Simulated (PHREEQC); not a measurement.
Dissolve 0.021 mol/kgw H3BO3, 1.5e-05 mol/kgw K2HPO4 and 0.021 mol/kgw KCl at 80 °C. Closed to the air; pH follows from the charge balance.

All values are PHREEQC results (ion-association model, phreeqc.dat), not measurements.

Precipitation was switched off in this run.

Predict the pH, specific conductance.

pH 5.69; specific conductance 7100 µS/cm.

In which forms is P present?

H2PO4- 94 %, HPO4-2 5.9 % of the P.

Constants without temperature data keep their 25 °C values here.
